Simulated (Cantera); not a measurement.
A perfectly stirred reactor is fed with 0.794 % H₂, 66.1 % O₂, 33.1 % N₂, at 10.00 Torr; it is held at 1073 K, and followed from long to short residence time.

Model: GRI-Mech 3.0 (53 species, 325 reactions), integrated in Cantera. Radical loss at walls, strong at low pressure, is not modelled.

Predict: x(H₂) at τ = 0.330 s; x(O₂) at τ = 0.330 s; x(HO₂) at τ = 0.330 s; x(N₂O) at τ = 0.330 s; x(H₂) at τ = 36.0 ms; x(O₂) at τ = 36.0 ms; x(HO₂) at τ = 36.0 ms; x(N₂O) at τ = 36.0 ms.


| Item | Result |
|---|---|
| x(H₂) at τ = 0.330 s | 0.000164 |
| x(O₂) at τ = 0.330 s | 0.658 |
| x(HO₂) at τ = 0.330 s | 9.69e-7 |
| x(N₂O) at τ = 0.330 s | 4.10e-9 |
| x(H₂) at τ = 36.0 ms | 0.000690 |
| x(O₂) at τ = 36.0 ms | 0.657 |
| x(HO₂) at τ = 36.0 ms | 1.63e-6 |
| x(N₂O) at τ = 36.0 ms | 1.43e-9 |
